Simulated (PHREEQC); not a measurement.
Model water analysis in mmol/kgw, 76 °C, pH 6.38, pe 1.8:

```csv
constituent,mmol/kgw
Na,141
K,38.9
Ca,0.382
Mg,1.25
Cl,166
S(6),7.72
Alkalinity (meq/kgw),0.0212
F,0.3
```

Cl is adjusted to close the charge balance.
Valence states are taken as typed.

The numbers come from PHREEQC with the ion-association model, phreeqc.dat.

Q: The ionic strength comes out as 0.187 mol/kgw. What activity coefficients do SO4-2, Ca+2, Cl-, KSO4-, Mg+2 get?

A: SO4-2 0.27, Ca+2 0.29, Cl- 0.70, KSO4- 0.73, Mg+2 0.31.

Precipitation was switched off in this run. Species that the database lacks are ignored. Constants without temperature data keep their 25 °C values here.
